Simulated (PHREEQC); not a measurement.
Acid mine or pickling water: an equilibrium model

Model water analysis in mg/L, 25 °C, pH 2.06, pe 11.7:

| constituent | mg/L |
|---|---|
| Na | 1070 |
| K | 68.6 |
| Ca | 249 |
| Mg | 4.46 |
| Cl | 364 |
| S(6) as SO4 | 3380 |
| B | 4.96 |
| Pb | 8.09 |
| F | 0.145 |
| Sr | 0.866 |

Cl is adjusted to close the charge balance.
Valence states are taken as typed.

Equilibrium calculation in PHREEQC: ion-association model, wateq4f.dat.

Each row changes one thing in this solution. Precipitation was switched off in this run.

| case | ionic strength (mol/kgw) | SO4-2 (mol/kgw) | HSO4- (mol/kgw) | Ca+2 (mol/kgw) | K+ (mol/kgw) | Mg+2 (mol/kgw) | SI of Gypsum (CaSO4:2H2O) | SI of Anglesite (PbSO4) |
|---|---|---|---|---|---|---|---|---|
| as made | 0.0903 | 0.0217 | 0.00903 | 0.00367 | 0.00167 | 0.000102 | -0.33 | +0.39 |
| K from 68.6 to 137 mg/L | 0.0921 | 0.0217 | 0.00899 | 0.00369 | 0.00333 | 0.000103 | -0.33 | +0.39 |
| temperature from 25 to 65 °C at the same typed pH | 0.0844 | ? | 0.0162 | ? | 0.00165 | ? | -0.43 | ? |

Q: What belongs in the gaps?

A: 
- temperature from 25 to 65 °C at the same typed pH, SO4-2 (mol/kgw): 0.0149
- temperature from 25 to 65 °C at the same typed pH, Ca+2 (mol/kgw): 0.00380
- temperature from 25 to 65 °C at the same typed pH, Mg+2 (mol/kgw): 8.22e-5
- temperature from 25 to 65 °C at the same typed pH, SI of Anglesite (PbSO4): +0.05

Some of these states are supersaturated (in Anglesite, for instance). Away from 25 °C the constants follow the database's enthalpies or fits; those with neither stay at their 25 °C values. Real BF4- forms and hydrolyses slowly; the run takes it at equilibrium.
